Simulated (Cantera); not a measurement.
Input: 1 mol BN, 0.1 mol N2, held at 1498 K and 101000 Pa.

These are equilibrium values from Cantera (NASA tables, ideal gas, pure condensed phases), not measurements of a reactor. Candidate condensed phases: B, BN; 5 gas species. The numbers say what is thermodynamically allowed, not how fast it happens.

Base state: N2 1.00 (mole fractions); condensed: BN(s).

What changes in the equilibrium state with this change: BN replaced by ZrN?


| species | before | after |
|---|---|---|
| N2 | 1.00 | 1.00 |
| BN(s), mol | 1.00 | 0 |
| ZrN(s), mol | 0 | 1.00 |
ZrN: taken at fixed stoichiometry. Further candidate phases: Zr, ZrN.
